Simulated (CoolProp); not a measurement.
A closed Brayton cycle with carbon dioxide: compressor inlet 309.15 K and 8.7 MPa, high pressure 23.3 MPa, turbine inlet 915 K, compressor efficiency 0.85, turbine efficiency 0.93, recuperator effectiveness 0 (on enthalpy, no pinch check). Each further row changes one setting.

Values from CoolProp's reference Helmholtz-energy equation of state, Span 1996.

```tsv
case	thermal efficiency (%)	net work (kJ/kg)	compressor to turbine work	compressor exit (K)	turbine exit (K)
as stated	15.3	125	0.17	341.7	785.2
turbine inlet 865 K	15.4	116	0.18	341.7	739.8
compressor inlet 319.15 K	15.3	107	…	…	785.2
high pressure 19.8 MPa	13.1	107	…	335.7	806.0
recuperator effectiveness 0.5	22.9	125	0.17	341.7	785.2
```

Complete the blanks.


- compressor inlet 319.15 K, compressor to turbine work: 0.29
- compressor inlet 319.15 K, compressor exit (K): 391.1
- high pressure 19.8 MPa, compressor to turbine work: 0.16
